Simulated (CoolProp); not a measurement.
Sulfur hexafluoride at 293.15 K and 7.16 MPa is throttled through a valve to 2.56 MPa with no heat exchange. Each further row changes one setting.

The numbers come from the reference Helmholtz-energy equation of state, Guder 2009 in CoolProp.

| case | temperature change (K) | final phase | final density (kg/m³) |
|---|---|---|---|
| as stated | -1.8 | liquid | 1430 |
| outlet pressure 0.768 MPa | -36.6 | two-phase, vapour fraction 0.379 | 156 |
| outlet pressure 3.33 MPa | -1.3 | liquid | 1440 |
